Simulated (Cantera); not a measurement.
An adiabatic, constant-pressure homogeneous reactor starts with CH4 : O2 : N2 : H2O = 1 : 1.82 : 6.84 : 0.34 (molar parts), equivalence ratio 1.1, at 1648 K and 2100 Torr.

Model: GRI-Mech 3.0 (53 species, 325 reactions), integrated in Cantera.

Predict: time of steepest temperature rise; temperature at 0.400 s; equilibrium temperature; x(O2) at 0.400 s; x(O) at 0.400 s; x(N2O) at 0.400 s.


- time of steepest temperature rise = 0.152 ms
- temperature at 0.400 s = 2847 K
- equilibrium temperature = 2847 K
- x(O2) at 0.400 s = 0.0116 (gas-phase equilibrium 0.0116)
- x(O) at 0.400 s = 0.00421 (gas-phase equilibrium 0.00421)
- x(N2O) at 0.400 s = 7.10e-7 (gas-phase equilibrium 7.10e-7)
